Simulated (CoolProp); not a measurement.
Vapour-liquid equilibrium of neopentane (1) + n-pentane (2) at 325.6 K; x and y are mole fractions of (1).

Values from CoolProp's multi-fluid Helmholtz-energy mixture model, Lemmon 2006 and Thol 2019; pair parameters Bell 2016.

Problem. Give the bubble pressure and the first vapour's composition at x = 0.25, 0.35, 0.95. Is there an azeotrope?

Solution. x = 0.25: 223.9 kPa, y = 0.411; x = 0.35: 244.7 kPa, y = 0.528; x = 0.95: 369.1 kPa, y = 0.974. No azeotrope shows between x = 0.05 and 0.95.

Pair parameters are fitted to limited data, so mixtures are less certain than the pure fluids.
